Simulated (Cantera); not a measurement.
Feed: 1 mol Si2Cl6, 0.049 mol HCl, 58 mol N2, at 1300 °C and 10.0 mbar.

These are equilibrium values from Cantera (NASA tables, ideal gas, pure condensed phases), not measurements of a reactor. Candidate condensed phases: NH4Cl, Si, Si3N4; 28 gas species. The feed counts by its element totals alone. The tables' values for SiCl3 are old estimates; treat these amounts as uncertain. Rates play no part.

Base state: N2 0.965, SiCl2 0.0133, SiCl4 0.0121, SiCl3 0.00783, Cl 0.00119, HCl 0.000815 (mole fractions); condensed: gas only.

**Question.** What changes in the equilibrium state with this change: temperature from 1300 °C to 1050 °C?

**Answer.** 
| species | before | after |
|---|---|---|
| N2 | 0.965 | 0.970 |
| SiCl4 | 0.0121 | 0.0196 |
| SiCl2 | 0.0133 | 0.00491 |
| Cl | 0.00119 | 1.24e-5 |
| SiCl3 | 0.00783 | 0.00419 |
| HCl | 0.000815 | 0.000820 |
| Si3N4(s), mol | 0 | 0.0971 |
N2 is the only nitrogen source here; it is nearly inert below about 1500 K, so the nitride shown seldom forms there in practice.

**Question.** What changes in the equilibrium state with this change: temperature from 1300 °C to 752 °C?

**Answer.** 
```tsv
species	before	after
N2	0.965	0.974
SiCl4	0.0121	0.0253
HCl	0.000815	0.000825
SiCl2	0.0133	3.40e-6
Cl	0.00119	3.24e-8
SiCl3	0.00783	6.41e-5
Si3N4(s), mol	0	0.166
```
N2 is the only nitrogen source here; it is nearly inert below about 1500 K, so the nitride shown seldom forms there in practice.
